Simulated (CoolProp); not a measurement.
Neopentane at several states: density (kg/m³) from the reference equation and from simpler models built on Tc = 160.6 °C, pc = 3.196 MPa, ω = 0.196; each cubic takes its own stable root.

Computed with CoolProp (reference Helmholtz-energy equation of state, Lemmon 2006). It is a short technical equation, of lower accuracy than the large ones.

```
T (°C)  p (MPa)   phase  reference  van der Waals  Peng-Robinson
------  -------  ------  ---------  -------------  -------------
39.05    0.0101     gas     0.2816         0.2813         0.2816
160.55     3.65  liquid      348.6          242.4          316.7
180.55    0.234     gas      4.574          4.566          4.588
180.15    0.271     gas      5.322          5.310          5.340
```
